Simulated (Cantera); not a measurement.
PbO + CO + H₂ (iron carbonyl, mercury and lead vapours)

A closed system holds: 1 mol PbO, 7.6 mol CO, 0.49 mol H₂, held at 1.40 bar.

These are equilibrium values from Cantera (NASA tables, ideal gas, pure condensed phases), not measurements of a reactor. Candidate condensed phases: C, C₆H₆, C₇H₈, C₈H₁₈, H₂O, Pb, PbO, PbO₂, Pb₃O₄; 113 gas species. Equilibrium is a limit: real reactors are often held back by kinetics, nucleation or transport.

From 850 K to 1050 K the condensed part is C(graphite) + Pb(l). From 1100 K to 1250 K the condensed part is Pb(l). The main Pb-bearing gas is Pb throughout.

```tsv
T (K)	log p CO	log p CO₂	log p H₂O	log p H₂	log p CH₄	n C(graphite)	n Pb(l)
850	-0.66	0.02	-1.09	-1.28	-2.77	3.04	1.000
900	-0.40	-0.06	-1.22	-1.20	-2.91	2.64	1.000
950	-0.20	-0.18	-1.38	-1.15	-3.08	2.03	1.000
1000	-0.06	-0.37	-1.60	-1.13	-3.29	1.23	1.000
1050	0.03	-0.61	-1.84	-1.13	-3.50	0.412	1.000
1100	0.06	-0.79	-1.98	-1.13	-3.85	0	0.999
1150	0.06	-0.79	-1.92	-1.14	-4.39	0	0.998
1200	0.06	-0.80	-1.87	-1.15	-4.90	0	0.996
1250	0.06	-0.80	-1.83	-1.16	-5.36	0	0.992
```
log p: log10 of the partial pressure in bar; n: condensed amount in mol.
